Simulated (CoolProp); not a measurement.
Vapour-liquid equilibrium of methanol (1) + m-xylene (2) at 1.02 MPa; x and y are mole fractions of (1).

The numbers come from the multi-fluid Helmholtz-energy mixture model, de Reuck 1993 and Zhou 2012; pair parameters Bell 2016 in CoolProp.

### Question
Give the bubble temperature and the first vapour's composition at x = 0.35, 0.5, 0.8. Is there an azeotrope?

### Answer
x = 0.35: 429.6 K, y = 0.842; x = 0.5: 423.8 K, y = 0.871; x = 0.8: 415.8 K, y = 0.928. No azeotrope shows between x = 0.05 and 0.95.

Pair parameters are fitted to limited data, so mixtures are less certain than the pure fluids. With so large a gap from Raoult's law the liquid may split in two, which this calculation doesn't test in full.
